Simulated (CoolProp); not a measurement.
Vapour-liquid equilibrium of CHF3 (R23) (1) + R143a (2) at -51.05 °C; x and y are mole fractions of (1).

The numbers come from the multi-fluid Helmholtz-energy mixture model, Penoncello 2003 and Lemmon and Jacobsen 2000; pair parameters Bell 2016 in CoolProp.

Q: Give the bubble pressure and the first vapour's composition at x = 0.55, 0.75, 0.85. Is there an azeotrope?

A: x = 0.55: 2.894 bar, y = 0.861; x = 0.75: 3.649 bar, y = 0.934; x = 0.85: 4.018 bar, y = 0.962. No azeotrope shows between x = 0.05 and 0.95.

Pair parameters are fitted to limited data, so mixtures are less certain than the pure fluids.
